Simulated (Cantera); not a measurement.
Mixture: CH3OH : O2 : N2 = 1 : 2.73 : 10.3 (molar parts), at 0.810 bar, adiabatic and at constant pressure. Ignition delay is the time to a rise of 400 K.

Detailed kinetics in Cantera: GRI-Mech 3.0 (53 species, 325 reactions). GRI-Mech 3.0 was tuned for natural gas; its chemistry of methanol as a main component is partial and can be far from experiment.

Q: What does this change do: constant volume in place of constant pressure?

A: 
| quantity | before | after |
|---|---|---|
| delay at 1275 K | 4.26 ms | 4.07 ms |
| delay at 1375 K | 1.20 ms | 1.11 ms |
| delay at 1475 K | 0.430 ms | 0.384 ms |
| delay at 1575 K | 0.185 ms | 0.159 ms |
| delay at 1675 K | 90.8 µs | 75.0 µs |
| delay at 1775 K | 49.3 µs | 39.1 µs |
| apparent activation energy between 1575 and 1775 K | 150 kJ/mol | 160 kJ/mol |
